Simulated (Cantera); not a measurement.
A perfectly stirred reactor is fed with 4.07 % CH₄, 0.203 % C₂H₆, 20.1 % O₂, 75.6 % N₂, equivalence ratio 0.44, at 2180 Torr; it is adiabatic with a 623 K inlet, and is followed from long to short residence time, starting on the burning branch (τ in s: 0.02, 0.011, 0.0063, 0.0035, 0.002, 0.0011, 0.00061, 0.00034, 0.00019, 0.00011, 5.9e-05).

Cantera simulation using GRI-Mech 3.0 (53 species, 325 reactions); the numbers are that mechanism's predictions, not measurements.

One state of this run: T (K) = 1614; x CH₄ = 7.33e-5; x C₂H₆ = 9.93e-7; x O₂ = 0.113; x H₂O = 0.0866; x H₂O₂ = 2.98e-7. x: mole fraction; the columns are a selection and need not sum to one.

Q: Which value of τ (s) does it belong to?
A. 0.0035
B. 0.00061
C. 0.0011
D. 0.0063

A: D, 0.0063
